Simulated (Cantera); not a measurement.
An adiabatic, constant-volume homogeneous reactor starts with CH₄ : CO : O₂ : N₂ = 1 : 0.058 : 2.47 : 9.3 (molar parts), at 1200 K and 9.87 atm. Integrator tolerance rtol = 1e-08.

Detailed kinetics in Cantera: GRI-Mech 3.0 (53 species, 325 reactions).

```
quantity                                                            before                                    after
---------------------------------  ---------------------------------------  ---------------------------------------
time of steepest temperature rise                                  4.44 ms                                  83.9 µs
temperature at 2.00 s                                               2882 K                                   3037 K
equilibrium temperature                                             2882 K                                   3037 K
x(CH₄) at 2.00 s                     <1e-12 (gas-phase equilibrium <1e-12)    <1e-12 (gas-phase equilibrium <1e-12)
x(CO) at 2.00 s                      0.0158 (gas-phase equilibrium 0.0158)    0.0255 (gas-phase equilibrium 0.0255)
x(O₂) at 2.00 s                      0.0321 (gas-phase equilibrium 0.0321)    0.0341 (gas-phase equilibrium 0.0341)
x(HO₂) at 2.00 s                   2.19e-5 (gas-phase equilibrium 2.19e-5)  2.80e-5 (gas-phase equilibrium 2.80e-5)
x(C₂H₂) at 2.00 s                    <1e-12 (gas-phase equilibrium <1e-12)    <1e-12 (gas-phase equilibrium <1e-12)
x(NO) at 2.00 s                      0.0153 (gas-phase equilibrium 0.0153)    0.0190 (gas-phase equilibrium 0.0190)
```

Problem. Name the change that produced these shifts.
A) initial temperature 1200 to 1575 K
B) initial temperature 1200 to 1750 K
C) CO 0.058 to 0.11 parts
D) pressure from 9.87 atm to 1.38 atm

Solution. A, initial temperature 1200 to 1575 K
